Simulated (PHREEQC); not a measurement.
Make-up at 25 °C: 0.29 mol Cu(NO3)2, 0.00031 mol HCl and 4.4e-05 mol H3BO3 per kg of water. Closed to the air; pH follows from the charge balance.

The numbers come from PHREEQC with the ion-association model, wateq4f.dat.

Q: The ionic strength comes out as 0.870 mol/kgw. What activity coefficients do Cu2(OH)2+2, Cl-, H+, Cu+2, CuCl+ get?

A: Cu2(OH)2+2 0.35, Cl- 0.61, H+ 0.75, Cu+2 0.21, CuCl+ 0.61.

No solid was allowed to form. Caution: at this ionic strength the ion-association model is outside its range; a Pitzer model would be the better tool where its parameters exist. Complexes and solids missing from the database can't appear.
